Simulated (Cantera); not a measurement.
**Equilibrium for thermal oxidation and active oxidation of silicon: Si + O₂ + H₂**

Feed: 1 mol Si, 0.33 mol O₂, 15 mol H₂, equilibrated at 0.0300 Torr.

Equilibrium computed with Cantera from the NASA thermochemical tables; the gas is ideal and each condensed phase is pure. Candidate condensed phases: H₂O, Si, SiO₂; 18 gas species. Gases not in the tables: Si₂H₆ and higher silanes. Kinetics and transport are ignored.

```json
[
 {"T (K)": "1473", "x H₂": "0.956", "x SiO": "0.0421", "x H": "0.00196", "x Si": "0.000137", "x SiH": "3.04e-6", "x Si₂": "1.44e-7", "x Si₃": "2.46e-8", "x SiH₂": "1.00e-6", "n Si(s)": "0.338", "n Si(l)": "0"},
 {"T (K)": "1498", "x H₂": "0.955", "x SiO": "0.0421", "x H": "0.00266", "x Si": "0.000251", "x SiH": "5.02e-6", "x Si₂": "3.16e-7", "x Si₃": "5.71e-8", "x SiH₂": "1.39e-6", "n Si(s)": "0.336", "n Si(l)": "0"},
 {"T (K)": "1523", "x H₂": "0.954", "x SiO": "0.0421", "x H": "0.00357", "x Si": "0.000451", "x SiH": "8.14e-6", "x Si₂": "6.77e-7", "x Si₃": "1.29e-7", "x SiH₂": "1.91e-6", "n Si(s)": "0.333", "n Si(l)": "0"},
 {"T (K)": "1548", "x H₂": "0.952", "x SiO": "0.0420", "x H": "0.00475", "x Si": "0.000794", "x SiH": "1.30e-5", "x Si₂": "1.42e-6", "x Si₃": "2.82e-7", "x SiH₂": "2.60e-6", "n Si(s)": "0.327", "n Si(l)": "0"},
 {"T (K)": "1573", "x H₂": "0.950", "x SiO": "0.0420", "x H": "0.00627", "x Si": "0.00137", "x SiH": "2.04e-5", "x Si₂": "2.89e-6", "x Si₃": "6.02e-7", "x SiH₂": "3.49e-6", "n Si(s)": "0.318", "n Si(l)": "0"},
 {"T (K)": "1598", "x H₂": "0.948", "x SiO": "0.0419", "x H": "0.00819", "x Si": "0.00234", "x SiH": "3.16e-5", "x Si₂": "5.75e-6", "x Si₃": "1.25e-6", "x SiH₂": "4.64e-6", "n Si(s)": "0.302", "n Si(l)": "0"},
 {"T (K)": "1623", "x H₂": "0.944", "x SiO": "0.0418", "x H": "0.0106", "x Si": "0.00391", "x SiH": "4.82e-5", "x Si₂": "1.12e-5", "x Si₃": "2.56e-6", "x SiH₂": "6.10e-6", "n Si(s)": "0.277", "n Si(l)": "0"},
 {"T (K)": "1648", "x H₂": "0.938", "x SiO": "0.0416", "x H": "0.0136", "x Si": "0.00644", "x SiH": "7.26e-5", "x Si₂": "2.15e-5", "x Si₃": "5.09e-6", "x SiH₂": "7.95e-6", "n Si(s)": "0.236", "n Si(l)": "0"},
 {"T (K)": "1673", "x H₂": "0.931", "x SiO": "0.0413", "x H": "0.0174", "x Si": "0.0104", "x SiH": "0.000108", "x Si₂": "4.02e-5", "x Si₃": "9.93e-6", "x SiH₂": "1.03e-5", "n Si(s)": "0.170", "n Si(l)": "0"},
 {"T (K)": "1698", "x H₂": "0.920", "x SiO": "0.0410", "x H": "0.0219", "x Si": "0.0164", "x SiH": "0.000155", "x Si₂": "7.15e-5", "x Si₃": "1.80e-5", "x SiH₂": "1.29e-5", "n Si(s)": "0", "n Si(l)": "0.0697"},
 {"T (K)": "1723", "x H₂": "0.911", "x SiO": "0.0407", "x H": "0.0275", "x Si": "0.0206", "x SiH": "0.000178", "x Si₂": "8.14e-5", "x Si₃": "1.69e-5", "x SiH₂": "1.29e-5", "n Si(s)": "0", "n Si(l)": "0"}
]
```
x: gas mole fraction; n: condensed amount in mol.

From 1473 K to 1673 K the condensed part is Si(s). At 1698 K the condensed part is Si(l). At 1723 K nothing is condensed. The main Si-bearing gas is SiO throughout. The share of Si in condensed phases is highest at 1473 K (33.8 %) and lowest at 1723 K (0.0 %).
